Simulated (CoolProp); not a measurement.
Vapour pressure (MPa) of propyne: the reference equation beside estimates from Tc = 402.7 K, pc = 5.658 MPa, ω = 0.204. Clausius-Clapeyron is anchored at 329.2 K with a constant enthalpy of vaporisation of 16.61 kJ/mol.

The numbers come from the reference Helmholtz-energy equation of state, Polt 1992 in CoolProp. This equation is an older, rougher fit; its heat capacities, sound speeds and derivatives of the liquid may be far off and weren't checked against measurements.

```
T (K)  reference  Clausius-Clapeyron  van der Waals  Soave-Redlich-Kwong
-----  ---------  ------------------  -------------  -------------------
287.4     0.4222              0.5439          1.251               0.4234
294.3     0.5204              0.6402          1.408               0.5251
301.3     0.6373              0.7496          1.579               0.6462
308.3     0.7734              0.8713          1.764               0.7872
315.3     0.9307               1.006          1.962               0.9499
322.2      1.109               1.152          2.170                1.134
329.2      1.315               1.315          2.395                1.345
336.2      1.548               1.492          2.634                1.585
343.2      1.812               1.684          2.888                1.854
350.1      2.104               1.889          3.152                2.151
357.1      2.435               2.112          3.435                2.486
364.1      2.804               2.352          3.733                2.858
371.1      3.213               2.608          4.046                3.267
```

Absolute difference from the reference over all 13 rows, mean and median: Clausius-Clapeyron 12.6 and 12.7 %, van der Waals 93.1 and 82.1 %, Soave-Redlich-Kwong 1.8 and 2.1 %.
